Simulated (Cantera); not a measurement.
A perfectly stirred reactor is fed with 90.9 % N2O, 9.09 % O2, at 2670 Pa; it is held at 1350 K, and followed from long to short residence time.

Cantera simulation using GRI-Mech 3.0 (53 species, 325 reactions); the numbers are that mechanism's predictions, not measurements. GRI-Mech 3.0 was tuned for natural gas; its chemistry of N2O as a main component is partial and can be far from experiment. Radical loss at walls, strong at low pressure, is not modelled. The mechanism lacks the step 2 NO + O2 → 2 NO2, which can matter for NO2 below about 1400 K. The temperature is held fixed by assumption; the heat of reaction is taken as removed at once.

x: mole fraction; the columns are a selection and need not sum to one.

| τ (s) | x N2O | x O2 | x NO | x N2 | x NO2 | x O |
|---|---|---|---|---|---|---|
| 8.9 | 0.251 | 0.258 | 0.0772 | 0.414 | ___ | 1.40e-5 |
| 3.2 | 0.466 | 0.203 | 0.0523 | 0.278 | ___ | 1.42e-5 |
| 1.1 | 0.685 | 0.148 | 0.0265 | 0.141 | ___ | 1.43e-5 |
| 0.41 | 0.810 | 0.116 | 0.0117 | 0.0621 | ___ | 1.43e-5 |
| 0.15 | 0.870 | 0.101 | 0.00460 | 0.0244 | ___ | 1.43e-5 |
| 0.053 | 0.895 | 0.0945 | 0.00167 | 0.00886 | ___ | 1.43e-5 |
| 0.019 | 0.904 | 0.0922 | 0.000601 | 0.00320 | ___ | 1.42e-5 |
| 0.0068 | 0.907 | 0.0914 | 0.000213 | 0.00114 | ___ | 1.40e-5 |
| 0.0024 | 0.908 | 0.0911 | 7.23e-5 | 0.000397 | 6.49e-10 | 1.35e-5 |
| 0.00087 | 0.909 | 0.0910 | 2.37e-5 | 0.000138 | 7.27e-11 | 1.22e-5 |
| 0.00031 | 0.909 | 0.0909 | 6.64e-6 | 4.48e-5 | 6.09e-12 | 9.57e-6 |

Task: Complete the blanks.

Result: 
- 8.9, x NO2: 2.86e-5
- 3.2, x NO2: 1.74e-5
- 1.1, x NO2: 7.70e-6
- 0.41, x NO2: 2.92e-6
- 0.15, x NO2: 8.91e-7
- 0.053, x NO2: 2.03e-7
- 0.019, x NO2: 3.62e-8
- 0.0068, x NO2: 5.26e-9
